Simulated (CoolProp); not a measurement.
The fluid at 321.52 K and 0.177 MPa is compressed adiabatically to 0.56 MPa with isentropic efficiency 0.6. The same conditions are run with several fluids, on thermodynamics alone (safety and materials aside).

The numbers come from the reference Helmholtz-energy equation of state of each fluid (c-C4F8 (RC318): Platzer 1990; isobutene: Lemmon 2005; C3F8 (R218): Lemmon 2006; R236EA: Rui 2013) in CoolProp. The equations of Platzer and Polt are older, rougher fits.

| fluid | work (kJ/kg) | final temperature (K) | final density (kg/m³) |
|---|---|---|---|
| c-C4F8 (RC318) | (withheld) | (withheld) | (withheld) |
| isobutene | 90.8 | (withheld) | (withheld) |
| C3F8 (R218) | 26.9 | 355.9 | (withheld) |
| R236EA | 32.5 | 361.7 | 31.4 |

Q: Fill in the missing entries.

A: 
- c-C4F8 (RC318), work (kJ/kg): 24.6
- c-C4F8 (RC318), final temperature (K): 354.5
- c-C4F8 (RC318), final density (kg/m³): 42.2
- isobutene, final temperature (K): 376.4
- isobutene, final density (kg/m³): 10.8
- C3F8 (R218), final density (kg/m³): 38.1
